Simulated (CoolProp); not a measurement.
Saturation properties of tetradecamethylhexasiloxane (MD4M).

Computed with CoolProp (reference Helmholtz-energy equation of state, Thol 2019).

| T (°C) | p (MPa) | enthalpy of vaporisation (kJ/kg) | liquid cp (kJ/(kg K)) | vapour Z |
|---|---|---|---|---|
| 137.05 | 0.002100 | 137.5 | 1.958 | 0.9936 |
| 150.35 | 0.003741 | 133.3 | 1.985 | 0.9899 |
| 163.65 | 0.006342 | 129.1 | 2.011 | [?] |
| 176.95 | 0.01029 | 124.9 | 2.037 | [?] |
| 190.25 | 0.01606 | 120.7 | 2.063 | 0.9689 |
| 203.65 | 0.02429 | 116.4 | 2.089 | 0.9576 |
| 216.95 | 0.03550 | 112.1 | 2.115 | 0.9438 |
| 230.25 | 0.05049 | 107.7 | 2.141 | 0.9271 |
| 243.55 | 0.07007 | 103.1 | [?] | 0.9072 |
| 256.85 | 0.09515 | 98.32 | 2.195 | 0.8839 |
| 270.15 | 0.1267 | 93.35 | 2.223 | 0.8567 |

Q: Some entries are withheld; supply them.

A: 
- 163.65, vapour Z: 0.9847
- 176.95, vapour Z: 0.9779
- 243.55, liquid cp (kJ/(kg K)): 2.167

It boils at 259.7 °C under 1 atm.
